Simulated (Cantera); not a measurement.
An adiabatic, constant-volume homogeneous reactor starts with CH4 : O2 : N2 = 1 : 0.952 : 3.58 (molar parts), equivalence ratio 2.1, at 1650 K and 1.30 bar. Integrator tolerance rtol = 1e-08.

Model: GRI-Mech 3.0 (53 species, 325 reactions), integrated in Cantera.

What does this change do: pressure from 1.30 bar to 0.690 bar?


```csv
quantity,before,after
time of steepest temperature rise,0.295 ms,0.490 ms
temperature at 0.400 s,2804 K,2766 K
equilibrium temperature,2804 K,2766 K
x(CH4) at 0.400 s,4.38e-11 (gas-phase equilibrium 4.91e-11),1.33e-11 (gas-phase equilibrium 1.50e-11)
x(O2) at 0.400 s,8.79e-5 (gas-phase equilibrium 8.79e-5),0.000123 (gas-phase equilibrium 0.000123)
x(HCN) at 0.400 s,3.31e-7 (gas-phase equilibrium 3.31e-7),1.72e-7 (gas-phase equilibrium 1.72e-7)
x(CH2) at 0.400 s,2.06e-11 (gas-phase equilibrium 2.21e-11),9.27e-12 (gas-phase equilibrium 9.85e-12)
x(H2) at 0.400 s,0.170 (gas-phase equilibrium 0.170),0.169 (gas-phase equilibrium 0.169)
x(OH) at 0.400 s,0.00409 (gas-phase equilibrium 0.00409),0.00472 (gas-phase equilibrium 0.00472)
```

What does this change do: 0.12 parts CO2 added?


```tsv
quantity	before	after
time of steepest temperature rise	0.295 ms	0.305 ms
temperature at 0.400 s	2804 K	2776 K
equilibrium temperature	2804 K	2776 K
x(CH4) at 0.400 s	4.38e-11 (gas-phase equilibrium 4.91e-11)	3.49e-11 (gas-phase equilibrium 3.92e-11)
x(O2) at 0.400 s	8.79e-5 (gas-phase equilibrium 8.79e-5)	0.000103 (gas-phase equilibrium 0.000103)
x(HCN) at 0.400 s	3.31e-7 (gas-phase equilibrium 3.31e-7)	2.78e-7 (gas-phase equilibrium 2.78e-7)
x(CH2) at 0.400 s	2.06e-11 (gas-phase equilibrium 2.21e-11)	1.49e-11 (gas-phase equilibrium 1.60e-11)
x(H2) at 0.400 s	0.170 (gas-phase equilibrium 0.170)	0.156 (gas-phase equilibrium 0.156)
x(OH) at 0.400 s	0.00409 (gas-phase equilibrium 0.00409)	0.00416 (gas-phase equilibrium 0.00416)
```
